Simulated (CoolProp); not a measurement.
A simple Rankine cycle with methanol: condensing at 333.15 K, boiler at 4.87 MPa, turbine inlet 485.4 K, turbine efficiency 0.75, pump efficiency 0.7, no recuperator. Each further row changes one setting.

Computed with CoolProp (reference Helmholtz-energy equation of state, de Reuck 1993).

```tsv
case	thermal efficiency (%)	net work (kJ/kg)	heat in (kJ/kg)	turbine exit temperature (K)	volume ratio over the turbine
as stated	18.6	210	1130	333.2	51.8
turbine inlet 505.4 K	19.2	239	1250	333.2	45.8
condensing temperature 325.15 K	19.6	225	1150	325.2	70.7
boiler pressure 3.41 MPa	17.9	224	1250	333.2	31.6
turbine efficiency 0.65	16.0	180	1130	333.2	53.5
```

The expansion ends wet for: as stated; turbine inlet 505.4 K; condensing temperature 325.15 K; boiler pressure 3.41 MPa; turbine efficiency 0.65.
